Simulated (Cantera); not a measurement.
A closed system holds: 1 mol CsCl, 2.1 mol N2, held at 1425 K and 0.200 bar.

Equilibrium computed with Cantera from the NASA thermochemical tables; the gas is ideal and each condensed phase is pure. Candidate condensed phases: Cs, CsCl; 8 gas species. Rates play no part.

Base state: N2 0.693, CsCl 0.284, Cs2Cl2 0.0230 (mole fractions); condensed: gas only.

### Question
What changes in the equilibrium state with this change: temperature from 1425 K to 875 K?

### Answer
```tsv
species	before	after
N2	0.693	1.000
CsCl	0.284	0.000176
Cs2Cl2	0.0230	8.92e-5
CsCl(s), mol	0	0.999
```

### Question
What changes in the equilibrium state with this change: N2 from 2.1 to 13 mol?

### Answer
| species | before | after |
|---|---|---|
| N2 | 0.693 | 0.930 |
| CsCl | 0.284 | 0.0688 |
| Cs2Cl2 | 0.0230 | 0.00135 |

### Question
What changes in the equilibrium state with this change: N2 from 2.1 to 270 mol?

### Answer
| species | before | after |
|---|---|---|
| N2 | 0.693 | 0.996 |
| CsCl | 0.284 | 0.00368 |
| Cs2Cl2 | 0.0230 | 3.87e-6 |
